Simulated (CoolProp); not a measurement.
The fluid at 405.37 K and 0.572 MPa is compressed adiabatically to 2.63 MPa with isentropic efficiency 0.9. The same conditions are run with several fluids, on thermodynamics alone (safety and materials aside).

The numbers come from the reference Helmholtz-energy equation of state of each fluid (R507A: Lemmon 2003; CF4 (R14): Platzer 1990; R404A: Lemmon 2003; R125: Lemmon 2005) in CoolProp. The equations of Platzer and Polt are older, rougher fits. Blends and air are pseudo-pure fits.

### Question
Rank R507A, CF4 (R14), R404A, R125 by work (kJ/kg), highest first.

### Answer
CF4 (R14) (70.7), R404A (59.1), R507A (58.4), R125 (47.9)

| fluid | final temperature (K) | final density (kg/m³) |
|---|---|---|
| R507A | 468.2 | 72.8 |
| CF4 (R14) | 490.0 | 56.8 |
| R404A | 468.6 | 71.8 |
| R125 | 462.2 | 89.1 |
